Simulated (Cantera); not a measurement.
Charge: 1 mol SiO2, 2.9 mol HF, equilibrated at 1250 °C.

Method: chemical equilibrium by Gibbs-energy minimisation in Cantera with the NASA 1993 tables (ideal gas, pure condensed phases). Candidate condensed phases: H2O, Si, SiO2; 38 gas species. The tables' values for SiF3 are old estimates; treat these amounts as uncertain. The tables hold silica as quartz up to 1696 K and as liquid above; real silica turns to tridymite and cristobalite and melts near 1996 K. Gases not in the tables: Si(OH)4. Rates play no part.

x: gas mole fraction; n: condensed amount in mol.

```
P (Pa)   x HF    x H2O   x SiF4      x H2  x O2  n SiO2(β-quartz)
------  -----  -------  -------  --------  ----  ----------------
1       0.984  0.00965  0.00512  0.000489   [?]             0.985
3.60    0.977   0.0148  0.00764  0.000434   [?]             0.978
13      0.965   0.0224   0.0114  0.000377   [?]             0.967
46      0.949   0.0335   0.0169  0.000325   [?]             0.952
170     0.924   0.0501   0.0252  0.000276   [?]             0.929
600     0.891   0.0726   0.0364  0.000233   [?]             0.898
2200    0.843    0.104   0.0522  0.000192   [?]             0.856
7700    0.784    0.144   0.0719  0.000157   [?]             0.806
28000   0.710    0.193   0.0967  0.000124   [?]             0.744
100000  0.625    0.250    0.125   9.66e-5   [?]             0.678
```

Problem. What belongs in the gaps?

Solution. 
- 1, x O2: 0.000256
- 3.60, x O2: 0.000212
- 13, x O2: 0.000179
- 46, x O2: 0.000152
- 170, x O2: 0.000127
- 600, x O2: 0.000107
- 2200, x O2: 8.80e-5
- 7700, x O2: 7.17e-5
- 28000, x O2: 5.68e-5
- 100000, x O2: 4.40e-5
